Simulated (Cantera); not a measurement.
Input (Python, Cantera):

```python
import numpy as np
import cantera as ct

gas = ct.Solution("gri30.yaml")
gas.TPX = 1650, 5100, {'C2H4': 1, 'H2': 6.9}
reactor = ct.IdealGasConstPressureReactor(gas, energy="off", clone=False)
net = ct.ReactorNet([reactor])
net.rtol, net.atol = 1e-08, 1e-18
show = ['C2H4', 'H2', 'CH2', 'CH3', 'C2H6']
times = np.geomspace(0.0001, 70, 14)

steps = ct.SolutionArray(gas, extra=["t"])
rows = []
print(f"{'t/s':>10s}{'T/K':>9s}{'P/Pa':>11s}" + "".join(f"{s:>11s}" for s in show))
for t in times:
    while net.time < t:
        t_next = net.step()
        steps.append(gas.state, t=t_next)
    rows.append([np.interp(t, steps.t, y) for y in (steps.T, steps.P, *steps(*show).X.T)])
    print(f"{t:10.3e}{rows[-1][0]:9.1f}{rows[-1][1]:11.4g}" + "".join(f"{x:11.3e}" for x in rows[-1][2:]))
rate = np.gradient(steps.T, steps.t)
print("integrator steps:", len(steps.t))
if steps.T.max() > steps.T[0] + 200:
    print(f"time of steepest temperature rise: {steps.t[rate.argmax()]:.4e} s")
gas.TPX = 1650, 5100, {'C2H4': 1, 'H2': 6.9}
gas.equilibrate("TP")
print(f"equilibrium (TP): T = {gas.T:.1f} K  " + "  ".join(f"{s} {gas[s].X[0]:.3e}" for s in show))
```

Output:

```
       t/s      T/K       P/Pa       C2H4         H2        CH2        CH3       C2H6
 1.000e-04   1650.0       5100  1.262e-01  8.735e-01  4.851e-11  3.624e-10  8.373e-09
 2.816e-04   1650.0       5100  1.255e-01  8.735e-01  1.594e-10  1.609e-09  3.380e-08
 7.930e-04   1650.0       5100  1.235e-01  8.738e-01  4.678e-10  7.227e-09  1.495e-07
 2.233e-03   1650.0       5100  1.172e-01  8.745e-01  1.262e-09  2.938e-08  5.859e-07
 6.288e-03   1650.0       5100  9.743e-02  8.767e-01  2.336e-09  7.799e-08  1.285e-06
 1.771e-02   1650.0       5100  5.259e-02  8.816e-01  1.780e-09  1.193e-07  9.827e-07
 4.986e-02   1650.0       5100  6.351e-03  8.868e-01  4.749e-10  2.838e-07  2.108e-07
 1.404e-01   1650.0       5100  3.661e-04  8.872e-01  5.731e-10  1.192e-06  2.268e-08
 3.954e-01   1650.0       5100  3.647e-04  8.871e-01  8.771e-10  1.834e-06  2.301e-08
 1.113e+00   1650.0       5100  3.644e-04  8.870e-01  1.565e-09  3.457e-06  2.339e-08
 3.135e+00   1650.0       5100  3.637e-04  8.867e-01  3.403e-09  7.807e-06  2.563e-08
 8.828e+00   1650.0       5100  3.624e-04  8.860e-01  7.232e-09  1.695e-05  3.614e-08
 2.486e+01   1650.0       5100  3.615e-04  8.856e-01  1.004e-08  2.371e-05  4.900e-08
 7.000e+01   1650.0       5100  3.614e-04  8.855e-01  1.021e-08  2.413e-05  4.994e-08
integrator steps: 880
equilibrium (TP): T = 1650.0 K  C2H4 3.614e-04  H2 8.855e-01  CH2 1.021e-08  CH3 2.413e-05  C2H6 4.994e-08
```

Detailed kinetics in Cantera: GRI-Mech 3.0 (53 species, 325 reactions). GRI-Mech 3.0 was tuned for natural gas; its chemistry of ethylene as a main component is partial and can be far from experiment. GRI-Mech 3.0 stops at C3 and has no aromatics, soot or wall deposition, so with more carbon than oxygen in the feed, carbon stays in small species such as C2H2 where larger ones or solid carbon would form.
